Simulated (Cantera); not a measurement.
# Carbothermic reduction: MgO + CO

Input: 1 mol MgO, 18 mol CO, at 0.0900 Torr.

Method: chemical equilibrium by Gibbs-energy minimisation in Cantera with the NASA 1993 tables (ideal gas, pure condensed phases). Candidate condensed phases: C, Mg, MgCO3, MgO; 15 gas species. Rates play no part.

| T (°C) | x CO | x CO2 | x Mg | n C(graphite) | n MgO(s) |
|---|---|---|---|---|---|
| 702 | 1.000 | 0.000115 | 7.64e-11 | 0.00207 | 1.00 |
| 727 | 1.000 | 6.81e-5 | 5.32e-10 | 0 | 1.00 |
| 752 | 1.000 | 4.13e-5 | 3.37e-9 | 0 | 1.00 |
| 777 | 1.000 | 2.57e-5 | 1.95e-8 | 0 | 1.00 |
| 802 | 1.000 | 1.63e-5 | 1.04e-7 | 0 | 1.000 |
| 827 | 1.000 | 1.06e-5 | 5.13e-7 | 0 | 1.000 |
| 852 | 1.000 | 7.02e-6 | 2.35e-6 | 0 | 1.000 |
| 877 | 1.000 | 6.91e-6 | 6.91e-6 | 0 | 1.000 |
| 902 | 1.000 | 1.15e-5 | 1.15e-5 | 0 | 1.000 |
| 927 | 1.000 | 1.87e-5 | 1.87e-5 | 0 | 1.000 |
| 952 | 1.000 | 2.99e-5 | 2.99e-5 | 0 | 0.999 |
| 977 | 1.000 | 4.67e-5 | 4.67e-5 | 0 | 0.999 |
| 1002 | 1.000 | 7.19e-5 | 7.19e-5 | 0 | 0.999 |
| 1027 | 1.000 | 0.000109 | 0.000109 | 0 | 0.998 |
x: gas mole fraction; n: condensed amount in mol.

At 702 °C the condensed part is C(graphite) + MgO(s). From 727 °C to 1027 °C the condensed part is MgO(s).
